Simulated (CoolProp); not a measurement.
Toluene at 293.15 K and 0.285 MPa is throttled through a valve to 0.156 MPa with no heat exchange. Each further row changes one setting.

The numbers come from the reference Helmholtz-energy equation of state, Lemmon 2006 in CoolProp. It is a short technical equation, of lower accuracy than the large ones.

```json
[
 {"case": "as stated", "temperature change (K)": "+0.1"},
 {"case": "outlet pressure 0.0468 MPa", "temperature change (K)": "+0.1"},
 {"case": "outlet pressure 0.203 MPa", "temperature change (K)": "+0.0"}
]
```
